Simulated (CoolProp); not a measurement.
Dodecamethylpentasiloxane (MD3M) along the isobar 0.101 MPa: Z from the reference equation and from simpler models built on Tc = 354.9 °C, pc = 0.9540 MPa, ω = 0.730; each cubic takes its own stable root.

Model: reference Helmholtz-energy equation of state, Thol 2019, in CoolProp.

| T (°C) | phase | reference | van der Waals | Soave-Redlich-Kwong | Peng-Robinson |
|---|---|---|---|---|---|
| 89.75 | liquid | 0.01596 | 0.02926 | 0.01834 | 0.01633 |
| 105.95 | liquid | 0.01559 | 0.02851 | 0.01782 | 0.01585 |
| 122.05 | liquid | 0.01527 | 0.8984 | 0.01737 | 0.01543 |
| 138.25 | liquid | 0.01499 | 0.9081 | 0.01698 | 0.01508 |
| 154.35 | liquid | 0.01475 | 0.9165 | 0.01666 | 0.01478 |
| 170.55 | liquid | 0.01455 | 0.9238 | 0.01640 | 0.01454 |
| 186.65 | liquid | 0.01440 | 0.9302 | 0.01621 | 0.01436 |
| 202.85 | liquid | 0.01429 | 0.9359 | 0.01610 | 0.01424 |
| 218.95 | liquid | 0.01422 | 0.9410 | 0.01606 | 0.01420 |
| 235.15 | gas | 0.8977 | 0.9455 | 0.9130 | 0.9087 |
| 251.25 | gas | 0.9115 | 0.9495 | 0.9229 | 0.9185 |
| 267.45 | gas | 0.9230 | 0.9532 | 0.9316 | 0.9272 |
| 283.55 | gas | 0.9325 | 0.9564 | 0.9391 | 0.9348 |
| 299.75 | gas | 0.9406 | 0.9594 | 0.9457 | 0.9414 |
| 315.85 | gas | 0.9474 | 0.9621 | 0.9516 | 0.9473 |
| 332.05 | gas | 0.9533 | 0.9646 | 0.9567 | 0.9526 |

At some of these states van der Waals gives the other phase, because its saturation line lies elsewhere.
